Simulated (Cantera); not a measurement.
An isothermal, constant-pressure homogeneous reactor starts with NH3 : H2 = 1 : 8.8 (molar parts), at 2075 K and 263 Torr.

Cantera simulation using the gas-phase N/H chemistry of the illustrative SiF4/NH3 mechanism in the Surface Chemkin manual (1991); the numbers are that mechanism's predictions, not measurements. Walls and surfaces, which speed up NH3 decomposition in real reactors, are not modelled.

x: mole fraction; the columns are a selection and need not sum to one.

```json
[
 {"t (s)": "1.00e-5", "x NH3": "0.102", "x H2": "0.898", "x H": "1.33e-5", "x N2H4": "1.90e-12", "x N": "1.99e-12", "x NH": "1.84e-9", "x N2": "1.79e-12"},
 {"t (s)": "3.46e-5", "x NH3": "0.102", "x H2": "0.898", "x H": "4.63e-5", "x N2H4": "2.24e-11", "x N": "9.73e-11", "x NH": "2.35e-8", "x N2": "4.43e-10"},
 {"t (s)": "0.000119", "x NH3": "0.102", "x H2": "0.898", "x H": "0.000160", "x N2H4": "2.64e-10", "x N": "[?]", "x NH": "2.84e-7", "x N2": "9.91e-8"},
 {"t (s)": "0.000412", "x NH3": "0.102", "x H2": "0.897", "x H": "0.000530", "x N2H4": "2.91e-9", "x N": "[?]", "x NH": "3.12e-6", "x N2": "1.07e-5"},
 {"t (s)": "0.00143", "x NH3": "0.101", "x H2": "0.897", "x H": "0.00111", "x N2H4": "1.23e-8", "x N": "[?]", "x NH": "1.33e-5", "x N2": "0.000468"},
 {"t (s)": "0.00492", "x NH3": "0.0947", "x H2": "0.901", "x H": "0.00117", "x N2H4": "1.22e-8", "x N": "1.49e-6", "x NH": "1.40e-5", "x N2": "0.00313"},
 {"t (s)": "0.0170", "x NH3": "0.0770", "x H2": "0.910", "x H": "0.00127", "x N2H4": "9.26e-9", "x N": "1.50e-6", "x NH": "1.31e-5", "x N2": "0.0112"},
 {"t (s)": "0.0588", "x NH3": "0.0383", "x H2": "0.931", "x H": "0.00165", "x N2H4": "3.67e-9", "x N": "1.53e-6", "x NH": "1.05e-5", "x N2": "0.0288"},
 {"t (s)": "0.203", "x NH3": "0.00351", "x H2": "0.948", "x H": "0.00353", "x N2H4": "1.36e-10", "x N": "[?]", "x NH": "4.31e-6", "x N2": "0.0446"},
 {"t (s)": "0.702", "x NH3": "0.000226", "x H2": "0.949", "x H": "0.00441", "x N2H4": "<1e-12", "x N": "[?]", "x NH": "4.33e-7", "x N2": "0.0461"},
 {"t (s)": "2.42", "x NH3": "5.00e-5", "x H2": "0.949", "x H": "0.00442", "x N2H4": "<1e-12", "x N": "[?]", "x NH": "9.63e-8", "x N2": "0.0462"},
 {"t (s)": "8.38", "x NH3": "1.36e-5", "x H2": "0.949", "x H": "0.00442", "x N2H4": "<1e-12", "x N": "[?]", "x NH": "2.62e-8", "x N2": "0.0462"},
 {"t (s)": "28.9", "x NH3": "3.98e-6", "x H2": "0.949", "x H": "0.00442", "x N2H4": "<1e-12", "x N": "[?]", "x NH": "7.66e-9", "x N2": "0.0462"},
 {"t (s)": "100", "x NH3": "1.53e-6", "x H2": "0.949", "x H": "0.00442", "x N2H4": "<1e-12", "x N": "[?]", "x NH": "2.95e-9", "x N2": "0.0462"}
]
```

Problem. Fill in the missing entries.

Solution. 
- 0.000119, x N: 4.15e-9
- 0.000412, x N: 1.52e-7
- 0.00143, x N: 1.33e-6
- 0.203, x N: 1.34e-6
- 0.702, x N: 1.68e-7
- 2.42, x N: 3.75e-8
- 8.38, x N: 1.02e-8
- 28.9, x N: 2.98e-9
- 100, x N: 1.15e-9
